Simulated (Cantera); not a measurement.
Ignition delay

Mixture: CO : H2 : O2 : N2 = 1 : 0.076 : 0.245 : 0.919 (molar parts), equivalence ratio 2.2, at 9.87 atm, adiabatic and at constant volume. Ignition delay is the time to a rise of 400 K.

Cantera simulation using GRI-Mech 3.0 (53 species, 325 reactions); the numbers are that mechanism's predictions, not measurements. The hydrogen kinetics of GRI-Mech 3.0 are dated; newer H2 mechanisms differ, most at raised pressure.

```json
[
 {"T0 (K)": "1000", "delay (ms)": "1.89"},
 {"T0 (K)": "1100", "delay (ms)": "0.208"},
 {"T0 (K)": "1200", "delay (ms)": "0.0325"},
 {"T0 (K)": "1300", "delay (ms)": "0.0104"},
 {"T0 (K)": "1400", "delay (ms)": "0.00550"},
 {"T0 (K)": "1500", "delay (ms)": "0.00367"},
 {"T0 (K)": "1600", "delay (ms)": "0.00278"}
]
```

- apparent activation energy between 1400 and 1600 K = 64 kJ/mol
